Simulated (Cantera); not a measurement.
Feed: 1 mol Si, 3.5 mol HCl, 0.56 mol H₂, equilibrated at 1100 K and 0.560 bar.

These are equilibrium values from Cantera (NASA tables, ideal gas, pure condensed phases), not measurements of a reactor. Candidate condensed phases: Si; 19 gas species. The tables' values for SiCl₃ are old estimates; treat these amounts as uncertain. Rates play no part.

Base state: H₂ 0.679, SiCl₄ 0.209, SiHCl₃ 0.0701, HCl 0.0299, SiCl₃ 0.00636, SiH₂Cl₂ 0.00281, SiCl₂ 0.00268, SiH₃Cl 2.99e-5 (mole fractions); condensed: Si(s).

**Question.** What changes in the equilibrium state with this change: temperature from 1100 K to 973.15 K?

**Answer.** 
```
species      before     after
----------  -------  --------
H₂            0.679     0.691
SiCl₄         0.209     0.217
SiHCl₃       0.0701    0.0757
HCl          0.0299    0.0112
SiCl₂       0.00268  0.000290
SiCl₃       0.00636   0.00148
Si(s), mol   0.0795    0.0685
```
